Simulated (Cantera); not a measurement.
**Reactions in the system N-O-Ta**

Standard-state values (1 bar) from the NASA 1993 polynomials, evaluated with Cantera. Values are per mole of reaction as written; species without (g) are pure solids or liquids, kept so even where they would boil at 1 bar.

Ta2O5 + 2 N(g) ⇌ N2O(g) + 2 TaO2(g)

```
T (K)  ΔH° (kJ)  ΔS° (J/K)  ΔG° (kJ)  log10 K  condensed phases
-----  --------  ---------  --------  -------  ----------------
300       780.5      330.5     681.3  -118.63          Ta2O5(s)
1198      731.4      256.3     424.4   -18.50          Ta2O5(s)
1298      725.5      251.6     399.0   -16.06          Ta2O5(s)
1398      719.5      247.1     374.1   -13.98          Ta2O5(s)
1498      713.4      242.9     349.6   -12.19          Ta2O5(s)
1598      707.3      239.0     325.5   -10.64          Ta2O5(s)
1698      701.2      235.2     301.8    -9.28          Ta2O5(s)
1798      695.0      231.7     278.4    -8.09          Ta2O5(s)
1898      688.7      228.3     255.4    -7.03          Ta2O5(s)
1998      682.4      225.1     232.7    -6.08          Ta2O5(s)
2098      554.3      162.8     212.7    -5.30          Ta2O5(l)
2198      543.6      157.8     196.7    -4.67          Ta2O5(l)
```
